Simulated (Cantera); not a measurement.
Charge: 1 mol HgO, 1.3 mol O2, 0.24 mol N2, equilibrated at 4800 Torr.

Method: chemical equilibrium by Gibbs-energy minimisation in Cantera with the NASA 1993 tables (ideal gas, pure condensed phases). Candidate condensed phases: Hg, HgO; 10 gas species. Kinetics and transport are ignored.

Task: Which condensed phases are stable at each of these points (T (K)): 625, 725, 825, 925, 1025, 1125, 1225, 1325, 1425, 1525?

Result: 
```
T (K)  condensed phases  Hg condensed (%)
-----  ----------------  ----------------
625              HgO(s)              99.9
725              HgO(s)              94.9
825            gas only               0.0
925            gas only               0.0
1025           gas only               0.0
1125           gas only               0.0
1225           gas only               0.0
1325           gas only               0.0
1425           gas only               0.0
1525           gas only               0.0
```

From 625 K to 725 K the condensed part is HgO(s). From 825 K to 1525 K nothing is condensed.
